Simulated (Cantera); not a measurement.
A Cantera script and what it prints.

```python
import numpy as np
import cantera as ct

gas_names = """
    N2 NH3 O NO H
""".split()
cond_names = """
    SrO2H2(s) SrO2H2(L) SrO(s) SrO(L) Sr(a) Sr(b) Sr(L)
""".split()


def load(file, names, dense=False):
    # The tables refer to 1 bar. Condensed volumes are neglected.
    table = {s.name: s for s in ct.Species.list_from_file(file)}
    out = []
    for n in names:
        d = dict(table[n].input_data)
        d["thermo"] = dict(d["thermo"], **{"reference-pressure": 1e5})
        if dense:
            d["equation-of-state"] = {"model": "constant-volume", "density": "1e6 g/cm^3"}
        out.append(ct.Species.from_dict(d))
    return out


species = {s.name: s for s in load("nasa_gas.yaml", gas_names) + load("nasa_condensed.yaml", cond_names)}
# Each term lists the table entries of one substance; the one whose range holds T is used.
reactions = {
    '3 Sr(OH)2 + N2(g) = 2 NH3(g) + 3 SrO + 3 O(g)':
        [(-3, ['SrO2H2(s)', 'SrO2H2(L)']), (-1, ['N2']), (2, ['NH3']), (3, ['SrO(s)', 'SrO(L)']), (3, ['O'])],
    'Sr(OH)2 + 2 NH3(g) = 2 NO(g) + 8 H(g) + Sr':
        [(-1, ['SrO2H2(s)', 'SrO2H2(L)']), (-2, ['NH3']), (2, ['NO']), (8, ['H']), (1, ['Sr(a)', 'Sr(b)', 'Sr(L)'])],
}


def pick(names, T):
    return next(species[n] for n in names if species[n].thermo.min_temp <= T <= species[n].thermo.max_temp)


results = []
for label, terms in reactions.items():
    print(label)
    print("     T/K   dH/kJ  dS/(J/K)   dG/kJ   log10 K")
    for T in [823, 923, 1023, 1123, 1223, 1323]:
        used = [(nu, pick(names, T)) for nu, names in terms]
        dH = sum(nu * s.thermo.h(T) for nu, s in used) / 1e6
        dS = sum(nu * s.thermo.s(T) for nu, s in used) / 1e3
        dG = dH - T * dS / 1e3
        logK = -dG * 1e6 / (ct.gas_constant * T * np.log(10))
        results.append((label, T, dH, dS, dG, logK, [s.name for _, s in used]))
        print(f"{T:8g} {dH:8.1f} {dS:8.1f} {dG:8.1f} {logK:8.2f}")
```

It prints:

```
3 Sr(OH)2 + N2(g) = 2 NH3(g) + 3 SrO + 3 O(g)
     T/K   dH/kJ  dS/(J/K)   dG/kJ   log10 K
     823   1692.4    426.9   1341.2   -85.12
     923   1675.3    407.2   1299.5   -73.54
    1023   1658.9    390.3   1259.6   -64.32
    1123   1643.1    375.6   1221.3   -56.81
    1223   1627.9    362.6   1184.5   -50.59
    1323   1613.3    351.1   1148.8   -45.36
Sr(OH)2 + 2 NH3(g) = 2 NO(g) + 8 H(g) + Sr
     T/K   dH/kJ  dS/(J/K)   dG/kJ   log10 K
     823   2998.0    953.8   2213.0  -140.46
     923   2997.9    953.7   2117.7  -119.84
    1023   2997.4    953.2   2022.3  -103.26
    1123   3005.2    960.6   1926.4   -89.60
    1223   3004.7    960.2   1830.3   -78.17
    1323   3003.8    959.5   1734.3   -68.47
```

Source: NASA polynomial tables (part measured, part estimated), evaluated in Cantera. Condensed species are held in their standard states even where they would react or evaporate.
